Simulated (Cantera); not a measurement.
Feed: 1 mol (CH₃)₂SiCl₂, 0.0048 mol C₃H₈, 2 mol H₂, 2.8 mol HCl, held at 0.0100 bar.

Method: chemical equilibrium by Gibbs-energy minimisation in Cantera with the NASA 1993 tables (ideal gas, pure condensed phases). Candidate condensed phases: C, C₆H₆, C₇H₈, C₈H₁₈, Si, SiC; 109 gas species. The feed counts by its element totals alone. Equilibrium is a limit: real reactors are often held back by kinetics, nucleation or transport.

Over these rows the condensed part is C(graphite) + SiC(s). Partial pressures as log10 of bar:

```csv
T (K),1000/T (1/K),log p SiCl₄,log p H₂,log p HCl,log p SiCl₂
1598,0.6258,-5.34,-2.32,-2.30,-3.73
1673,0.5977,-5.67,-2.32,-2.31,-3.62
1748,0.5721,-5.99,-2.31,-2.32,-3.53
1823,0.5485,-6.30,-2.31,-2.33,-3.45
1898,0.5269,?,-2.30,-2.34,-3.38
1973,0.5068,-6.86,-2.30,-2.36,-3.33
```

Question: Fit log p(SiCl₄) = a + b·(1000/T) to the five rows, give the apparent enthalpy, and predict the row at 1898 K.

Answer: Means: 1000/T = 0.5702, log p = -6.032. Sxy = 0.106821, Sxx = 0.0083417, so b = 12.81 and a = -6.032 − (12.81)×0.5702 = -13.34.
Apparent enthalpy: −19.145 × (12.81) = -245 kJ/mol. With the condensed phases at unit activity, C(graphite) + 2 SiCl₂(g) = SiCl₄(g) + SiC(s) links this pressure to the main gases: over the six rows their terms move log p by +0.80 in all, so the slope isn't that reaction's ΔH° alone. The five rows lie within 0.02 of the line.
Prediction at 1898 K: -13.34 + (12.81)×0.5269 = -6.59. The computed value is -6.58, 0.01 from the line.
